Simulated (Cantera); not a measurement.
A Cantera script and what it prints.

```python
import numpy as np
import cantera as ct

gas_names = """
    B BCL BCL2 BCL3 BN BO BOCL BO2 B2 B2O B2O2 B2O3 B3O3CL3 CL CLO CL2 N NO NO2 NO3 N2 N2O O O2 O3
""".split()
cond_names = """
    B(b) B(L) BN(s) B2O3(L)
""".split()


# ... load() reads the species with a 1 bar reference pressure and builds the phases ...
atoms = {
    'BCl3': {'B': 1, 'CL': 3},
    'O2': {'O': 2},
    'N2': {'N': 2},
}
top_T = {'BN(s)': 3200}  # K; cautious upper limits of use, not melting points


# ... equilibrate(T, P, feed) seeds the gas with the atoms and calls Mixture.equilibrate('TP', solver="vcs", rtol=1e-11, max_steps=5000) ...
results = []
feed = {'BCl3': 1, 'O2': 3.4, 'N2': 2.3}  # mol
T = 1500  # K
P = 1000  # Pa
mix = equilibrate(T, P, feed)
results.append((T, P, feed, dict(zip(mix.species_names, mix.species_moles))))
print(gas.report(threshold=1e-05))
for i in range(1, mix.n_phases):
    print(f"{mix.phase(i).name:16s} {mix.phase_moles(i):12.5e} mol")
```

Result:

```
       temperature   1500 K
          pressure   1000 Pa
           density   0.0028738 kg/m^3
  mean mol. weight   35.842 kg/kmol
   phase of matter   gas

                          1 kg             1 kmol
                     ---------------   ---------------
          enthalpy        1.6517e+06          5.92e+07  J
   internal energy        1.3037e+06        4.6728e+07  J
           entropy            8211.1         2.943e+05  J/K
    Gibbs function       -1.0665e+07       -3.8225e+08  J
 heat capacity c_p             931.1             33372  J/K
 heat capacity c_v            699.12             25058  J/K

                      mass frac. Y      mole frac. X     chem. pot. / RT
                     ---------------   ---------------   ---------------
              BOCL          0.002356         0.0013563           -70.197
               BO2        0.00032213        0.00026971           -68.308
              B2O3         0.0042136         0.0021693           -119.92
                CL            0.1925           0.19462           -18.582
               CLO        0.00041732        0.00029073           -35.275
               CL2           0.21954           0.11098           -37.164
                NO        0.00086565          0.001034           -32.571
                N2           0.25024           0.32016           -31.756
                 O        1.0996e-05        2.4634e-05           -16.693
                O2            0.3295           0.36908           -33.385
     [  +15 minor]        4.0905e-05        1.1345e-05

B(b)              0.00000e+00 mol
BN(s)             0.00000e+00 mol
B2O3(L)           4.78552e-01 mol
```

Cantera equilibrium calculation (NASA polynomials, part measured and part estimated; ideal gas, pure solids and liquids). The tables' values for BOCl are old estimates; treat these amounts as uncertain.
